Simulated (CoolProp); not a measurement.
Saturated liquid density (kg/m³) of n-perfluorohexane: the reference equation beside estimates from Tc = 174.9 °C, pc = 1742 kPa, ω = 0.497.

Model: reference Helmholtz-energy equation of state, Gao 2022, in CoolProp.

```tsv
T (°C)	reference	Redlich-Kwong	Soave-Redlich-Kwong	Peng-Robinson
53.55	1590	1266	1373	1553
58.35	1575	___	1357	1536
63.05	1559	1233	1342	1519
67.75	___	1217	1325	1501
72.55	1528	1199	___	1482
77.25	1511	1182	1291	___
81.95	___	1164	___	1443
86.75	1477	___	1254	1422
91.45	___	1126	1234	1400
96.15	1441	1106	1214	1377
100.85	1423	1086	1192	1353
105.65	1403	1065	1170	1327
```

Problem. Some entries are withheld; supply them.

Solution. 
- 58.35, Redlich-Kwong: 1250
- 67.75, reference: 1544
- 72.55, Soave-Redlich-Kwong: 1308
- 77.25, Peng-Robinson: 1463
- 81.95, reference: 1495
- 81.95, Soave-Redlich-Kwong: 1273
- 86.75, Redlich-Kwong: 1145
- 91.45, reference: 1460

Absolute difference from the reference over all 12 rows, mean and median: Redlich-Kwong 22.1 and 22.0 %, Soave-Redlich-Kwong 14.9 and 14.7 %, Peng-Robinson 3.5 and 3.3 %.
